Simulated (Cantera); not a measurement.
**Adiabatic ignition**

An adiabatic, constant-volume homogeneous reactor starts with CO : H2 : O2 : N2 = 1 : 0.16 : 0.242 : 0.909 (molar parts), at 1725 K and 1.00 atm.

Cantera simulation using GRI-Mech 3.0 (53 species, 325 reactions); the numbers are that mechanism's predictions, not measurements.

```json
[
 {"t (s)": "1.00e-5", "T (K)": "1735", "P (bar)": "1.02", "x CO": "0.429", "x H2": "0.0576", "x O2": "0.0971", "x CO2": "0.00345", "x N2O": "4.10e-9", "x NO": "7.01e-9"},
 {"t (s)": "2.70e-5", "T (K)": "2095", "P (bar)": "1.21", "x CO": "0.338", "x H2": "0.0137", "x O2": "0.0225", "x CO2": "0.101", "x N2O": "6.24e-8", "x NO": "2.62e-5"},
 {"t (s)": "7.28e-5", "T (K)": "2520", "P (bar)": "1.42", "x CO": "0.340", "x H2": "0.0155", "x O2": "0.0189", "x CO2": "0.111", "x N2O": "8.86e-8", "x NO": "0.000193"},
 {"t (s)": "0.000196", "T (K)": "2934", "P (bar)": "1.61", "x CO": "0.335", "x H2": "0.0152", "x O2": "0.0123", "x CO2": "0.129", "x N2O": "2.59e-7", "x NO": "0.00170"},
 {"t (s)": "0.000529", "T (K)": "2992", "P (bar)": "1.63", "x CO": "0.334", "x H2": "0.0153", "x O2": "0.0101", "x CO2": "0.132", "x N2O": "3.61e-7", "x NO": "0.00560"},
 {"t (s)": "0.00143", "T (K)": "2987", "P (bar)": "1.63", "x CO": "0.334", "x H2": "0.0154", "x O2": "0.00966", "x CO2": "0.132", "x N2O": "3.88e-7", "x NO": "0.00732"},
 {"t (s)": "0.00385", "T (K)": "2987", "P (bar)": "1.63", "x CO": "0.334", "x H2": "0.0154", "x O2": "0.00964", "x CO2": "0.132", "x N2O": "3.89e-7", "x NO": "0.00738"},
 {"t (s)": "0.0104", "T (K)": "2987", "P (bar)": "1.63", "x CO": "0.334", "x H2": "0.0154", "x O2": "0.00964", "x CO2": "0.132", "x N2O": "3.89e-7", "x NO": "0.00738"},
 {"t (s)": "0.0280", "T (K)": "2987", "P (bar)": "1.63", "x CO": "0.334", "x H2": "0.0154", "x O2": "0.00964", "x CO2": "0.132", "x N2O": "3.89e-7", "x NO": "0.00738"},
 {"t (s)": "0.0756", "T (K)": "2987", "P (bar)": "1.63", "x CO": "0.334", "x H2": "0.0154", "x O2": "0.00964", "x CO2": "0.132", "x N2O": "3.89e-7", "x NO": "0.00738"},
 {"t (s)": "0.204", "T (K)": "2987", "P (bar)": "1.63", "x CO": "0.334", "x H2": "0.0154", "x O2": "0.00964", "x CO2": "0.132", "x N2O": "3.89e-7", "x NO": "0.00738"},
 {"t (s)": "0.550", "T (K)": "2987", "P (bar)": "1.63", "x CO": "0.334", "x H2": "0.0154", "x O2": "0.00964", "x CO2": "0.132", "x N2O": "3.89e-7", "x NO": "0.00738"},
 {"t (s)": "1.48", "T (K)": "2987", "P (bar)": "1.63", "x CO": "0.334", "x H2": "0.0154", "x O2": "0.00964", "x CO2": "0.132", "x N2O": "3.89e-7", "x NO": "0.00738"},
 {"t (s)": "4.00", "T (K)": "2987", "P (bar)": "1.63", "x CO": "0.334", "x H2": "0.0154", "x O2": "0.00964", "x CO2": "0.132", "x N2O": "3.89e-7", "x NO": "0.00738"}
]
```
x: mole fraction; the columns are a selection and need not sum to one.

```json
{
 "time_of_steepest_temperature_rise": "13.7 µs",
 "temperature at 4.00 s": "2987 K",
 "equilibrium_temperature": "2987 K",
 "x(CO) at 4.00 s": "0.334 (gas-phase equilibrium 0.334)",
 "x(H2) at 4.00 s": "0.0154 (gas-phase equilibrium 0.0154)",
 "x(O2) at 4.00 s": "0.00964 (gas-phase equilibrium 0.00964)"
}
```
